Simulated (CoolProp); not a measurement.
Vapour-liquid equilibrium of R134a (1) + R152A (2) at 72.75 °C; x and y are mole fractions of (1).

Values from CoolProp's multi-fluid Helmholtz-energy mixture model, Tillner-Roth 1994 and Outcalt 1996; pair parameters Lemmon 2004.

```tsv
x	bubble pressure (kPa)	y at the bubble point	dew pressure at overall composition x (kPa)	liquid density (mol/L)
0.05	2011	0.052	2011	11.30
0.15	2027	0.156	2026	11.08
0.25	2045	0.260	2043	10.87
0.35	2065	0.364	2062	10.67
0.45	2087	0.466	2084	10.48
0.55	2112	0.567	2108	10.30
0.65	2139	0.667	2134	10.13
0.75	2168	0.765	2164	9.969
0.85	2200	0.860	2196	9.814
0.95	2233	0.954	2231	9.666
```

No azeotrope shows between x = 0.05 and 0.95.

The pair parameters rest on a limited set of measurements; away from them the model extrapolates.
